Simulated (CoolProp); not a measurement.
Vapour-liquid equilibrium of dimethyl ether (1) + n-perfluorobutane (2) at 328 K; x and y are mole fractions of (1).

The numbers come from the multi-fluid Helmholtz-energy mixture model, Wu 2011 and Gao 2022; pair parameters Bell 2016 in CoolProp.

| x | bubble pressure, mixture model (MPa) | bubble pressure, Raoult's law (MPa) | y, mixture model | y, Raoult's law |
|---|---|---|---|---|
| 0.05 | 0.7581 | 0.6638 | [?] | 0.097 |
| 0.2 | [?] | 0.7618 | 0.462 | 0.337 |
| 0.35 | [?] | 0.8599 | 0.590 | 0.523 |
| 0.5 | 1.450 | 0.9579 | 0.658 | 0.671 |
| 0.65 | 1.501 | 1.056 | 0.707 | 0.791 |
| 0.8 | 1.503 | 1.154 | 0.764 | 0.891 |
| 0.95 | 1.390 | 1.252 | 0.899 | 0.975 |

Question: Complete the blanks.

Answer: 
- 0.05, y, mixture model: 0.174
- 0.2, bubble pressure, mixture model (MPa): 1.102
- 0.35, bubble pressure, mixture model (MPa): 1.331

The largest gap from Raoult's law is +54.8 % in bubble pressure, at x = 0.35. y crosses x between x = 0.65 and 0.8: the model has an azeotrope there.

Pair parameters are fitted to limited data, so mixtures are less certain than the pure fluids. With so large a gap from Raoult's law the liquid may split in two, which this calculation doesn't test in full.
